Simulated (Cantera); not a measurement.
A closed system holds: 1 mol SiF₄, 0.29 mol N₂O, 1.3 mol N₂, held at 25.0 mbar.

These are equilibrium values from Cantera (NASA tables, ideal gas, pure condensed phases), not measurements of a reactor. Candidate condensed phases: Si, SiO₂, Si₂N₂O, Si₃N₄; 28 gas species. Equilibrium is a limit: real reactors are often held back by kinetics, nucleation or transport. All values below are at 1025 °C.

Base state: N₂ 0.581, SiF₄ 0.366, O₂ 0.0529, NO 0.000168 (mole fractions); condensed: gas only.

**Question.** What changes in the equilibrium state with this change: N₂O from 0.29 to 0.44 mol?

**Answer.** 
```
species    before     after
-------  --------  --------
N₂          0.581     0.588
SiF₄        0.366     0.338
O₂         0.0529    0.0742
NO       0.000168  0.000201
```
